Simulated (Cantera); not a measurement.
Cantera run:

```python
import numpy as np
import cantera as ct

gas_names = """
    O2 CL2
""".split()
cond_names = """
    Ca(b) CaCL2(L) CaO(s)
""".split()


# ... load() reads the species with a 1 bar reference pressure and builds the phases ...
species = {s.name: s for s in load("nasa_gas.yaml", gas_names) + load("nasa_condensed.yaml", cond_names)}
T = 1050
g = {n: (s.thermo.h(T) - T * s.thermo.s(T)) / (ct.gas_constant * T * np.log(10)) for n, s in species.items()}
valid = cond_names  # the entries whose range holds T


def stable(la, lb):
    # potentials (over RT ln 10) of the two non-metals from log10 p(O2) and log10 p(CL2) in bar
    mu = {}
    mu["O"] = (g["O2"] + la) / 2
    mu["Cl"] = (g["CL2"] + lb) / 2
    cost = {}
    for n in valid:
        c = species[n].composition
        cost[n] = (g[n] - sum(c.get(e, 0) * m for e, m in mu.items())) / c["Ca"]
    return min(cost, key=cost.get)


results = []
for lb in [1, 0.1, -0.9, -1.8, -2.7, -3.6, -4.6, -5.5, -6.4, -7.4, -8.3, -9.2, -10.1, -11.1, -12]:
    row = [stable(la, lb) for la in [-26, -24.8, -23.5, -22.3, -21, -19.8, -18.6, -17.3, -16.1, -14.9, -13.6, -12.4, -11.1, -9.9, -8.7, -7.4, -6.2, -5, -3.7, -2.5, -1.2, 0]]
    results.append(row)
    print(f"{lb:6.1f}  " + " ".join(f"{valid.index(n):x}" for n in row))
print("key: " + ", ".join(f"{i:x} {n}" for i, n in enumerate(valid)))
```

It prints:

```
   1.0  1 1 1 1 1 1 1 1 1 1 1 1 1 1 1 1 1 1 1 1 1 1
   0.1  1 1 1 1 1 1 1 1 1 1 1 1 1 1 1 1 1 1 1 1 1 1
  -0.9  1 1 1 1 1 1 1 1 1 1 1 1 1 1 1 1 1 1 1 1 1 1
  -1.8  1 1 1 1 1 1 1 1 1 1 1 1 1 1 1 1 1 1 1 1 1 1
  -2.7  1 1 1 1 1 1 1 1 1 1 1 1 1 1 1 1 1 1 1 1 1 1
  -3.6  1 1 1 1 1 1 1 1 1 1 1 1 1 1 1 1 1 1 1 1 1 1
  -4.6  1 1 1 1 1 1 1 1 1 1 1 1 1 1 1 1 1 1 1 1 1 1
  -5.5  1 1 1 1 1 1 1 1 1 1 1 1 1 1 1 1 1 1 1 1 1 2
  -6.4  1 1 1 1 1 1 1 1 1 1 1 1 1 1 1 1 1 1 1 1 2 2
  -7.4  1 1 1 1 1 1 1 1 1 1 1 1 1 1 1 1 1 1 2 2 2 2
  -8.3  1 1 1 1 1 1 1 1 1 1 1 1 1 1 1 1 1 2 2 2 2 2
  -9.2  1 1 1 1 1 1 1 1 1 1 1 1 1 1 1 2 2 2 2 2 2 2
 -10.1  1 1 1 1 1 1 1 1 1 1 1 1 1 1 2 2 2 2 2 2 2 2
 -11.1  1 1 1 1 1 1 1 1 1 1 1 1 2 2 2 2 2 2 2 2 2 2
 -12.0  1 1 1 1 1 1 1 1 1 1 1 2 2 2 2 2 2 2 2 2 2 2
key: 0 Ca(b), 1 CaCL2(L), 2 CaO(s)
```

Source: NASA polynomial tables (part measured, part estimated), evaluated in Cantera. Not in the tables: oxide halides.
